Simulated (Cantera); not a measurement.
## Ammonia decomposition in nitride growth gas

A perfectly stirred reactor is fed with NH3 : H2 : N2 = 1 : 5.6 : 0.1 (molar parts), at 0.0130 bar; it is held at 1925 K, and followed from long to short residence time.

Computed with Cantera and the gas-phase N/H chemistry of the illustrative SiF4/NH3 mechanism in the Surface Chemkin manual (1991). Walls and surfaces, which speed up NH3 decomposition in real reactors, are not modelled.

```csv
τ (s),x NH3,x H2,x H,x N2H4,x N2H2
1.8,0.104,0.861,0.000707,6.62e-10,5.16e-7
0.97,0.121,0.851,0.000663,8.03e-10,6.11e-7
0.51,0.133,0.844,0.000629,8.93e-10,6.64e-7
0.27,0.141,0.840,0.000599,9.12e-10,6.63e-7
0.14,0.145,0.837,0.000558,8.49e-10,5.95e-7
0.074,0.147,0.836,0.000494,6.88e-10,4.50e-7
0.039,0.149,0.836,0.000382,4.20e-10,2.40e-7
0.020,0.149,0.836,0.000233,1.57e-10,7.06e-8
0.011,0.149,0.836,0.000132,5.09e-11,1.83e-8
0.0056,0.149,0.836,6.78e-5,1.34e-11,4.00e-9
```
x: mole fraction; the columns are a selection and need not sum to one.
